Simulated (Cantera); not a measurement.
An adiabatic, constant-pressure homogeneous reactor starts with 28.3 % CO, 2.43 % H₂, 0.961 % CH₄, 14.4 % O₂, 54.0 % N₂, at 975 K and 22.7 atm.

Model: GRI-Mech 3.0 (53 species, 325 reactions), integrated in Cantera. The pressure lies above the range GRI-Mech 3.0 was tuned for (to about 10 atm). Below about 1000 K GRI-Mech 3.0 lacks low-temperature oxidation paths.

Predict: time of steepest temperature rise; temperature at 2.00 s; equilibrium temperature; x(CO) at 2.00 s; x(H₂) at 2.00 s; x(NO) at 2.00 s; x(O) at 2.00 s; x(OH) at 2.00 s.


```json
{
  "time_of_steepest_temperature_rise": "5.06 ms",
  "temperature at 2.00 s": "2822 K",
  "equilibrium_temperature": "2822 K",
  "x(CO) at 2.00 s": "0.0896 (gas-phase equilibrium 0.0896)",
  "x(H₂) at 2.00 s": "0.00234 (gas-phase equilibrium 0.00234)",
  "x(NO) at 2.00 s": "0.00676 (gas-phase equilibrium 0.00676)",
  "x(O) at 2.00 s": "0.00116 (gas-phase equilibrium 0.00116)",
  "x(OH) at 2.00 s": "0.00481 (gas-phase equilibrium 0.00481)"
}
```
